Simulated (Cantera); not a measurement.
# Equilibrium for nitride etching: BN + HCl + F2

Feed: 1 mol BN, 2.4 mol HCl, 5 mol F2, held at 1850 °C and 6.60 mbar.

Cantera equilibrium calculation (NASA polynomials, part measured and part estimated; ideal gas, pure solids and liquids). Candidate condensed phases: B, BN, NH4Cl; 40 gas species. The numbers say what is thermodynamically allowed, not how fast it happens.

* **x(F)**: 0.422
* **x(HF)**: 0.220
* **x(Cl)**: 0.219
* **x(BF3)**: 0.0918
* **x(N2)**: 0.0459
* **x(ClF)**: 0.000819
* **x(Cl2)**: 0.000239
* **x(HCl)**: 0.000103
* **x(F2)**: 3.03e-6
* **gas amount**: 10.89 mol
* **log10 activity of B(s) (absent)**: -16.33
